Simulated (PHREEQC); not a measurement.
Synthetic water in mg/kgw, 55 °C, pH 6.93:

```csv
constituent,mg/kgw
Na,4610
K,1.71
Ca,345
Mg,821
Cl,9290
S(6) as SO4,1030
Alkalinity as HCO3,126
```

Valence states are taken as typed.

Computed with PHREEQC (Pitzer model, pitzer.dat).

Precipitation was switched off in this run.

Order these C species by the share of C that they hold, largest first: CO3-2, HCO3-, CO2, MgCO3.

HCO3- (87 %), CO2 (12 %), MgCO3 (0.38 %), CO3-2 (0.26 %)

The pH is 6.93 and the ionic strength 0.339 mol/kgw. Complexes and solids missing from the database can't appear. Away from 25 °C the constants follow the database's enthalpies or fits; those with neither stay at their 25 °C values.
